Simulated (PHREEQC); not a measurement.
A column of 1 m (30 cells, dispersivity 0.035 m, 720 s a shift, diffusion coefficient 3e-10 m²/s) holds 0.25 eq of the database's cation exchanger X per kg of pore water, first in equilibrium with 0.00082 mol Na2SO4, 0.00061 mol MnCl2 and 1e-05 mol HCl per kg of water. It is flushed with 0.091 mol NH4Cl, 0.098 mol KBr and 1e-05 mol HCl per kg of water, at 25 °C. Values are for the last cell. CO2 from the air is kept out. No solid was allowed to form.

The series has 31 steps of pore volumes, from 0 to 5.017.

All values are PHREEQC results (ion-association model, phreeqc.dat), not measurements.

Question: After how many pore volumes does Br at the outlet first reach half of its feed value?

Answer: By 1.0 pore volumes.

Question: After how many pore volumes does K at the outlet first reach half of its feed value?

Answer: By 2.5 pore volumes.

Question: After how many pore volumes does NH4 at the outlet first reach half of its feed value?

Answer: By 2.4 pore volumes.
